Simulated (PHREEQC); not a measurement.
# Acid rinse or clean: an equilibrium model

Make-up at 25 °C: 0.088 mol/kgw HNO3, 0.012 mol/kgw NaCl and 0.011 mol/kgw MgCl2. Closed to the air; pH follows from the charge balance.

All values are PHREEQC results (ion-association model, phreeqc.dat), not measurements.

```
Quantity                      Value
--------------------  -------------
pH                             1.15
ionic strength        0.133 mol/kgw
specific conductance    33600 µS/cm
density                 1.001 g/cm³
total alkalinity       -88.0 meq/kg
```

```json
[
 {"species": "H+", "molality": "0.0880", "activity": "0.0716", "log γ": "-0.090"},
 {"species": "NO3-", "molality": "0.0880", "activity": "0.0642", "log γ": "-0.137"},
 {"species": "Cl-", "molality": "0.0340", "activity": "0.0254", "log γ": "-0.127"},
 {"species": "Na+", "molality": "0.0120", "activity": "0.00923", "log γ": "-0.114"},
 {"species": "Mg+2", "molality": "0.0110", "activity": "0.00416", "log γ": "-0.422"}
]
```

No solid was allowed to form. Species that the database lacks are ignored.
